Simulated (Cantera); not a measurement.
Cantera run, input and output.

```python
import numpy as np
import cantera as ct

gas = ct.Solution("gri30.yaml")
gas.TPX = 675, 1000000, {'CH4': 1, 'C2H6': 0.059, 'O2': 1.58, 'N2': 5.93}
inlet = ct.Reservoir(gas, clone=True)
gas.equilibrate("HP")  # start burning
reactor = ct.IdealGasConstPressureReactor(gas, energy="on", clone=False)
exhaust = ct.Reservoir(gas, clone=True)
tau = [0.028, 0.014, 0.0068, 0.0034, 0.0017, 0.00085, 0.00042, 0.00021, 0.0001, 5.2e-05, 2.6e-05, 1.3e-05][0]
for a, b in ((inlet, reactor), (reactor, exhaust)):
    ct.MassFlowController(a, b, mdot=lambda t: reactor.mass / tau)
net = ct.ReactorNet([reactor])
show = ['CH4', 'C2H6', 'O2', 'CO2', 'C2H2', 'CH2', 'NO2']

rows = []
print(f"{'tau/s':>10s}{'T/K':>9s}" + "".join(f"{s:>11s}" for s in show))
for tau in [0.028, 0.014, 0.0068, 0.0034, 0.0017, 0.00085, 0.00042, 0.00021, 0.0001, 5.2e-05, 2.6e-05, 1.3e-05]:
    net.initial_time = 0.0
    net.advance(30 * tau)
    before = gas.X
    net.advance(40 * tau)
    drift = np.max(np.abs(gas.X - before) / (gas.X + 1e-9))
    rows.append([gas.T, *gas[show].X, drift])
    print(f"{tau:10.3e}{gas.T:9.1f}" + "".join(f"{x:11.3e}" for x in gas[show].X))
```

Output:

```
     tau/s      T/K        CH4       C2H6         O2        CO2       C2H2        CH2        NO2
 2.800e-02   2261.6  1.013e-04  3.080e-08  4.699e-05  4.345e-02  6.256e-06  3.239e-07  1.840e-09
 1.400e-02   2261.0  1.796e-04  6.586e-08  8.677e-05  4.347e-02  1.542e-05  6.248e-07  2.376e-09
 6.800e-03   2260.3  3.201e-04  1.507e-07  1.664e-04  4.350e-02  4.038e-05  1.222e-06  3.048e-09
 3.400e-03   2259.2  5.414e-04  3.438e-07  3.123e-04  4.355e-02  9.935e-05  2.280e-06  3.806e-09
 1.700e-03   2257.3  8.753e-04  7.938e-07  5.839e-04  4.361e-02  2.249e-04  4.133e-06  4.715e-09
 8.500e-04   2253.3  1.339e-03  1.813e-06  1.080e-03  4.358e-02  4.479e-04  7.215e-06  5.843e-09
 4.200e-04   2244.9  1.962e-03  4.122e-06  1.995e-03  4.329e-02  7.826e-04  1.215e-05  7.249e-09
 2.100e-04   2228.6  2.795e-03  9.311e-06  3.641e-03  4.241e-02  1.202e-03  1.922e-05  8.791e-09
 1.000e-04   2192.1  4.258e-03  2.459e-05  7.193e-03  4.012e-02  1.747e-03  2.861e-05  1.009e-08
 5.200e-05   2104.7  7.705e-03  8.897e-05  1.589e-02  3.464e-02  2.401e-03  3.176e-05  8.878e-09
 2.600e-05    675.0  1.167e-01  6.885e-03  1.844e-01 -1.171e-18 -7.672e-20  2.360e-33 -2.923e-22
 1.300e-05    675.0  1.167e-01  6.885e-03  1.844e-01  6.246e-23  4.091e-24  4.103e-34  1.559e-26
```

Model: GRI-Mech 3.0 (53 species, 325 reactions), integrated in Cantera.
